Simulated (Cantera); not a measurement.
Charge: 1 mol borazine, 0.079 mol O₂, at 2250 K and 53.0 mbar.

Equilibrium computed with Cantera from the NASA thermochemical tables; the gas is ideal and each condensed phase is pure. Candidate condensed phases: B, BN, B₂O₃, B₃O₃H₃, H₂O; 39 gas species. The feed counts by its element totals alone. Mutual solubility and eutectic melting of coexisting phases are not modelled. The tables' values for BH₂ are old estimates; treat these amounts as uncertain. Gases not in the tables: B₂H₆ and higher boranes. Rates play no part.

Problem. What is the equilibrium state?

Solution. 
```json
{
  "x(H₂)": "0.862",
  "x(N₂)": "0.0611",
  "x(HBO)": "0.0303",
  "x(H)": "0.0300",
  "x(BO)": "0.0123",
  "x(B₂O₂)": "0.00208",
  "x(BH₂)": "0.00144",
  "x(B₂O)": "0.000315",
  "x(B)": "0.000101",
  "n(B(s))": "0.246 mol",
  "n(BN(s))": "2.59 mol",
  "gas_amount": "3.356 mol"
}
```
